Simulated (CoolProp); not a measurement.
Vapour-liquid equilibrium of n-hexane (1) + benzene (2) at 0.441 MPa; x and y are mole fractions of (1).

Values from CoolProp's multi-fluid Helmholtz-energy mixture model, Thol 2019 and Thol 2012; pair parameters Bell 2016.

```json
[
 {"x": "0.05", "bubble temperature (°C)": "134.9", "y at the bubble point": "0.084", "dew temperature at overall composition x (°C)": "135.7", "liquid density (mol/L)": "9.350"},
 {"x": "0.15", "bubble temperature (°C)": "131.8", "y at the bubble point": "0.222", "dew temperature at overall composition x (°C)": "133.4", "liquid density (mol/L)": "8.955"},
 {"x": "0.25", "bubble temperature (°C)": "129.6", "y at the bubble point": "0.332", "dew temperature at overall composition x (°C)": "131.3", "liquid density (mol/L)": "8.581"},
 {"x": "0.35", "bubble temperature (°C)": "127.9", "y at the bubble point": "0.427", "dew temperature at overall composition x (°C)": "129.3", "liquid density (mol/L)": "8.230"},
 {"x": "0.45", "bubble temperature (°C)": "126.7", "y at the bubble point": "0.514", "dew temperature at overall composition x (°C)": "127.6", "liquid density (mol/L)": "7.900"},
 {"x": "0.55", "bubble temperature (°C)": "125.7", "y at the bubble point": "0.597", "dew temperature at overall composition x (°C)": "126.2", "liquid density (mol/L)": "7.591"},
 {"x": "0.65", "bubble temperature (°C)": "125.0", "y at the bubble point": "0.679", "dew temperature at overall composition x (°C)": "125.2", "liquid density (mol/L)": "7.301"},
 {"x": "0.75", "bubble temperature (°C)": "124.6", "y at the bubble point": "0.764", "dew temperature at overall composition x (°C)": "124.6", "liquid density (mol/L)": "7.030"},
 {"x": "0.85", "bubble temperature (°C)": "124.3", "y at the bubble point": "0.854", "dew temperature at overall composition x (°C)": "124.3", "liquid density (mol/L)": "6.775"},
 {"x": "0.95", "bubble temperature (°C)": "124.3", "y at the bubble point": "0.949", "dew temperature at overall composition x (°C)": "124.3", "liquid density (mol/L)": "6.535"}
]
```

y crosses x between x = 0.85 and 0.95: the model has an azeotrope there.

The pair parameters rest on a limited set of measurements; away from them the model extrapolates.
